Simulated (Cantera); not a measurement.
An isothermal, constant-pressure homogeneous reactor starts with 1.09 % CH4, 98.9 % H2, at 1575 K and 128 Torr.

Computed with Cantera and GRI-Mech 3.0 (53 species, 325 reactions). GRI-Mech 3.0 stops at C3 and has no aromatics, soot or wall deposition, so with more carbon than oxygen in the feed, carbon stays in small species such as C2H2 where larger ones or solid carbon would form.

Predict: x(CH4) at 30.0 s; x(H2) at 30.0 s; x(C2H6) at 30.0 s; x(H) at 30.0 s.


```
Quantity                                              Result
-----------------  -----------------------------------------
x(CH4) at 30.0 s     0.00412 (gas-phase equilibrium 0.00384)
x(H2) at 30.0 s          0.992 (gas-phase equilibrium 0.993)
x(C2H6) at 30.0 s    7.06e-8 (gas-phase equilibrium 6.69e-8)
x(H) at 30.0 s     0.000101 (gas-phase equilibrium 0.000101)
```
